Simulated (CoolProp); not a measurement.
A simple Rankine cycle with water: condensing at 299.15 K, boiler at 0.0708 MPa, turbine inlet 378.4 K, turbine efficiency 0.8, pump efficiency 0.7, no recuperator. Each further row changes one setting.

Values from CoolProp's reference Helmholtz-energy equation of state, Wagner 2002.

```tsv
case	thermal efficiency (%)	net work (kJ/kg)	heat in (kJ/kg)	turbine exit temperature (K)	volume ratio over the turbine
as stated	13.5	348	2580	299.2	15.4
turbine inlet 398.4 K	13.5	?	2620	299.2	14.8
condensing temperature 291.15 K	15.1	?	2610	291.1	24.0
boiler pressure 0.0496 MPa	12.0	?	2580	299.2	10.9
turbine efficiency 0.7	?	304	2580	299.2	15.7
```

### Question
Fill in the missing entries.

### Answer

- turbine inlet 398.4 K, net work (kJ/kg): 355
- condensing temperature 291.15 K, net work (kJ/kg): 394
- boiler pressure 0.0496 MPa, net work (kJ/kg): 309
- turbine efficiency 0.7, thermal efficiency (%): 11.8

The expansion ends wet for: as stated; turbine inlet 398.4 K; condensing temperature 291.15 K; boiler pressure 0.0496 MPa; turbine efficiency 0.7.
